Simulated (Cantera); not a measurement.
Charge: 1 mol N2O, 0.061 mol H2, 17 mol N2, equilibrated at 2475 °C and 750 Torr.

These are equilibrium values from Cantera (NASA tables, ideal gas, pure condensed phases), not measurements of a reactor. Candidate condensed phases: H2O; 24 gas species. Rates play no part.

### Question
What is the equilibrium state?

### Answer
- x(N2): 0.962
- x(O2): 0.0169
- x(NO): 0.0107
- x(O): 0.00573
- x(OH): 0.00196
- x(H2O): 0.00158
- x(H): 0.000999
- x(H2): 0.000216
- x(N): 2.32e-6
- gas amount: 18.61 mol
